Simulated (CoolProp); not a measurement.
The fluid at 298.15 K and 0.615 MPa is compressed adiabatically to 1.27 MPa with isentropic efficiency 0.8. The same conditions are run with several fluids, on thermodynamics alone (safety and materials aside).

The numbers come from the reference Helmholtz-energy equation of state of each fluid (fluoroethane (R161): Wu 2012; R410A: Lemmon 2003; ethane: Bücker 2006; R507A: Lemmon 2003; normal hydrogen: Leachman 2009) in CoolProp. Blends and air are pseudo-pure fits.

### Question
Rank fluoroethane (R161), R410A, ethane, R507A, normal hydrogen by work (kJ/kg), highest first.

### Answer
normal hydrogen (1250), ethane (74.8), fluoroethane (R161) (43.3), R410A (29.5), R507A (20.5)

```tsv
fluid	final temperature (K)	final density (kg/m³)
fluoroethane (R161)	339.3	25.2
R410A	339.1	36.7
ethane	342.9	14.3
R507A	328.6	54.9
normal hydrogen	384.3	0.796
```
